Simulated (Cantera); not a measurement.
A freely propagating, adiabatic, planar premixed flame of 33.5 % H2, 14.0 % O2, 52.6 % N2, equivalence ratio 1.2, unburnt at 550 K and 0.280 bar; mixture-averaged transport, grid criteria slope 0.08 and curve 0.16, no radiation.

Model: the H2/O2 subset of GRI-Mech 3.0, which has no nitrogen chemistry, integrated in Cantera. Burning velocities carry a grid error of a few per cent, more on coarse grids.

Q: Predict: laminar burning velocity; thermal thickness; peak x(H2O2); peak x(OH); peak x(O); peak x(HO2).

A: 
| Quantity | Result |
|---|---|
| laminar burning velocity | 617 cm/s |
| thermal thickness | 2.37 mm |
| peak x(H2O2) | 4.41e-6 |
| peak x(OH) | 0.0165 |
| peak x(O) | 0.0122 |
| peak x(HO2) | 0.000115 |
